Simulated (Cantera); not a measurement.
Feed: 1 mol AlCl3, 4.4 mol HCl, 14 mol N2, 0.79 mol N2O, at 19.0 Pa.

Equilibrium computed with Cantera from the NASA thermochemical tables; the gas is ideal and each condensed phase is pure. Candidate condensed phases: Al, AlCl3, AlN, Al2O3, H2O, NH4Cl; 45 gas species. Equilibrium is a limit: real reactors are often held back by kinetics, nucleation or transport. All values below are at 1275 K.

Base state: N2 0.701, HCl 0.209, Cl 0.0606, AlCl3 0.0224, Cl2 0.00715 (mole fractions); condensed: Al2O3(s).

### Question
What changes in the equilibrium state with this change: N2O from 0.79 to 2 mol?

### Answer
```tsv
species	before	after
N2	0.701	0.688
HCl	0.209	0.189
Cl	0.0606	0.0946
AlCl3	0.0224	7.65e-6
O2	4.26e-8	0.0106
Cl2	0.00715	0.0174
NO	1.42e-7	7.05e-5
H2O	1.26e-6	0.000211
Al2O3(s), mol	0.263	0.500
```
